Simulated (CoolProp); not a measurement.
n-octane along the isotherm 620 K: Z from the reference equation and from simpler models built on Tc = 568.7 K, pc = 2.484 MPa, ω = 0.398; each cubic takes its own stable root.

Model: reference Helmholtz-energy equation of state, Beckmüller 2019, in CoolProp.

```csv
p (MPa),phase,reference
0.0118,gas,0.9987
0.0199,gas,0.9979
0.0336,gas,0.9964
0.0566,gas,0.9939
0.0956,gas,0.9897
0.161,gas,0.9826
0.272,gas,0.9704
0.459,gas,0.9496
0.775,gas,0.9137
1.31,gas,0.8500
2.21,gas,0.7330
3.73,supercritical,0.4957
```

Q: How far does each simpler model (Redlich-Kwong, Soave-Redlich-Kwong, Peng-Robinson) lie from the reference over these 12 states: mean and median of the absolute difference, and the worst?

A: 
- Redlich-Kwong: mean 0.8 %, median 0.0 %, worst -8.3 % at 620 K and 3.73 MPa
- Soave-Redlich-Kwong: mean 1.2 %, median 0.2 %, worst +9.1 % at 620 K and 3.73 MPa
- Peng-Robinson: mean 0.5 %, median 0.1 %, worst +2.9 % at 620 K and 3.73 MPa
